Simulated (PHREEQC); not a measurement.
Dissolve 13 mmol/kgw Pb(NO3)2 and 0.3 mmol/kgw NaCl at 75 °C. Closed to the air; pH follows from the charge balance.

Model: ion-association model, wateq4f.dat, run in PHREEQC.

This is a speciation only: nothing precipitates in the calculation.

Problem. Order these Pb species by the share of Pb that they hold, largest first: Pb+2, PbCl+, PbNO3+.

Solution. Pb+2 (85 %), PbNO3+ (14 %), PbCl+ (0.85 %)

The pH is 4.90 and the ionic strength 0.0355 mol/kgw. The solution is supersaturated, for example in Pb(OH)2, so a real one may precipitate; this is no full list. Complexes and solids missing from the database can't appear. Constants without temperature data keep their 25 °C values here.
